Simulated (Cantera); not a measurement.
Feed: 1 mol Cu2O, 1.3 mol C, 0.69 mol H2, held at 2348.15 K and 13.3 mbar.

Cantera equilibrium calculation (NASA polynomials, part measured and part estimated; ideal gas, pure solids and liquids). Candidate condensed phases: C, C6H6, C7H8, C8H18, Cu, CuO, Cu(OH)2, Cu2O, H2O; 113 gas species. The numbers say what is thermodynamically allowed, not how fast it happens.

Base state: Cu 0.529, CO 0.265, H2 0.161, H 0.0429, C2H2 (acetylene) 0.000879, Cu2 0.000622, C2H 1.19e-5 (mole fractions); condensed: C(graphite).

### Question
What changes in the equilibrium state with this change: temperature from 2348.15 K to 1325 K?

### Answer
```tsv
species	before	after
CO	0.265	0.592
H2	0.161	0.408
H2O	2.07e-8	2.32e-5
Cu	0.529	2.11e-5
H	0.0429	9.05e-6
Cu2	0.000622	2.20e-9
C2H	1.19e-5	<1e-9
CO2	5.93e-9	1.80e-5
C(graphite), mol	0.293	0.300
Cu(s), mol	0	2.00
```

### Question
What changes in the equilibrium state with this change: temperature from 2348.15 K to 1575 K?

### Answer
```
species             before     after
----------------  --------  --------
CO                   0.265     0.590
H2                   0.161     0.407
Cu                   0.529   0.00205
H                   0.0429  0.000230
C2H                1.19e-5     <1e-9
Cu2               0.000622   1.27e-6
C(graphite), mol     0.293     0.300
Cu(l), mol               0      2.00
```

### Question
What changes in the equilibrium state with this change: H2 from 0.69 to 1.7 mol?

### Answer
```csv
species,before,after
Cu,0.529,0.412
H2,0.161,0.319
CO,0.265,0.206
H,0.0429,0.0604
C2H2 (acetylene),0.000879,0.00174
Cu2,0.000622,0.000377
C2H,1.19e-5,1.68e-5
"C(graphite), mol",0.293,0.283
```
